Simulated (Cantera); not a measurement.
SiH2Cl2 + NO + N2 (silicon oxide and oxynitride deposition)

Input: 1 mol SiH2Cl2, 0.53 mol NO, a varied amount of N2, equilibrated at 1023.15 K and 0.0100 bar.

Equilibrium computed with Cantera from the NASA thermochemical tables; the gas is ideal and each condensed phase is pure. Candidate condensed phases: H2O, NH4Cl, Si, SiO2, Si2N2O, Si3N4; 47 gas species. Mutual solubility and eutectic melting of coexisting phases are not modelled. The numbers say what is thermodynamically allowed, not how fast it happens.

```tsv
n(N2) (mol)	log p N2	log p HCl	log p H2	log p SiCl4	log p SiCl3	log p SiHCl3	log p H2O	log p Cl	n SiO2(β-quartz)	n Si2N2O(s)
5.6	-2.14	-2.59	-4.10	-4.40	-7.56	-7.98	-8.59	-8.96	0.0298	0.470
7.9	-2.10	-2.71	-4.26	-4.56	-7.69	-8.19	-8.74	-8.99	0.0288	0.472
11	-2.07	-2.83	-4.42	-4.73	-7.82	-8.40	-8.89	-9.03	0.0280	0.474
16	-2.05	-2.97	-4.62	-4.92	-7.97	-8.64	-9.08	-9.08	0.0271	0.476
22	-2.04	-3.09	-4.79	-5.09	-8.09	-8.86	-9.24	-9.12	0.0265	0.477
32	-2.03	-3.24	-4.99	-5.29	-8.25	-9.11	-9.44	-9.16	0.0258	0.478
45	-2.02	-3.38	-5.18	-5.48	-8.39	-9.35	-9.63	-9.21	0.0252	0.480
```
log p: log10 of the partial pressure in bar; n: condensed amount in mol.

From 5.6 mol N2 to 45 mol N2 the condensed part is SiO2(β-quartz) + Si2N2O(s). The main Si-bearing gas is SiCl4 throughout. The share of Si in condensed phases is highest at 45 mol N2 (98.4 %) and lowest at 5.6 mol N2 (97.1 %).
